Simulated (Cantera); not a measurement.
# Gas-phase reforming

An isothermal, constant-pressure homogeneous reactor starts with 58.1 % CH4, 34.9 % CO2, 6.98 % H2, at 1400 K and 210000 Pa.

Computed with Cantera and GRI-Mech 3.0 (53 species, 325 reactions). GRI-Mech 3.0 stops at C3 and has no aromatics, soot or wall deposition, so with more carbon than oxygen in the feed, carbon stays in small species such as C2H2 where larger ones or solid carbon would form.

```json
[
 {"t (s)": "5.00e-6", "x CH4": "0.581", "x CO2": "0.349", "x H2": "0.0698", "x C2H": "<1e-12", "x CH2CO": "<1e-12", "x H": "7.42e-9"},
 {"t (s)": "2.73e-5", "x CH4": "0.581", "x CO2": "0.349", "x H2": "0.0698", "x C2H": "<1e-12", "x CH2CO": "<1e-12", "x H": "2.44e-8"},
 {"t (s)": "0.000150", "x CH4": "0.581", "x CO2": "0.349", "x H2": "0.0698", "x C2H": "<1e-12", "x CH2CO": "<1e-12", "x H": "1.02e-7"},
 {"t (s)": "0.000818", "x CH4": "0.581", "x CO2": "0.349", "x H2": "0.0698", "x C2H": "<1e-12", "x CH2CO": "2.71e-12", "x H": "1.71e-7"},
 {"t (s)": "0.00447", "x CH4": "0.581", "x CO2": "0.349", "x H2": "0.0700", "x C2H": "<1e-12", "x CH2CO": "1.35e-10", "x H": "2.11e-7"},
 {"t (s)": "0.0245", "x CH4": "0.577", "x CO2": "0.348", "x H2": "0.0718", "x C2H": "<1e-12", "x CH2CO": "5.49e-9", "x H": "2.94e-7"},
 {"t (s)": "0.134", "x CH4": "0.556", "x CO2": "0.341", "x H2": "0.0860", "x C2H": "1.50e-11", "x CH2CO": "1.03e-7", "x H": "3.62e-7"},
 {"t (s)": "0.731", "x CH4": "0.459", "x CO2": "0.297", "x H2": "0.148", "x C2H": "1.23e-10", "x CH2CO": "1.47e-6", "x H": "6.12e-7"},
 {"t (s)": "4.00", "x CH4": "0.239", "x CO2": "0.127", "x H2": "0.217", "x C2H": "4.66e-10", "x CH2CO": "1.33e-5", "x H": "1.28e-6"}
]
```
x: mole fraction; the columns are a selection and need not sum to one.

Equilibrium at this temperature and pressure: CH4 0.119, CO2 9.60e-6, H2 0.467, C2H 2.10e-11, CH2CO 8.26e-7, H 2.31e-6 (gas phase only).
